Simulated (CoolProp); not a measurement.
Saturation properties of n-perfluoropentane (Tc = 421.0 K, pc = 2.063 MPa, ω = 0.436).

Computed with CoolProp (reference Helmholtz-energy equation of state, Gao 2022).

```tsv
T (K)	p (MPa)	liquid density (kg/m³)	enthalpy of vaporisation (kJ/kg)	liquid cp (kJ/(kg K))
290.4	0.06370	1630	94.13	1.032
295.9	0.07918	1612	92.57	1.043
301.4	0.09747	1594	90.96	1.054
306.9	0.1189	1576	89.31	1.065
312.5	0.1444	1556	87.57	1.077
318	0.1733	1537	85.81	1.088
323.5	0.2064	1517	83.98	1.100
329.1	0.2450	1496	82.06	1.112
334.6	0.2880	1474	80.09	1.124
340.1	0.3365	1452	78.04	1.137
345.6	0.3910	1430	75.90	1.150
351.2	0.4530	1405	73.62	1.165
356.7	0.5209	1380	71.26	1.180
362.2	0.5963	1354	68.77	1.197
```

It boils at 302.5 K under 1 atm.
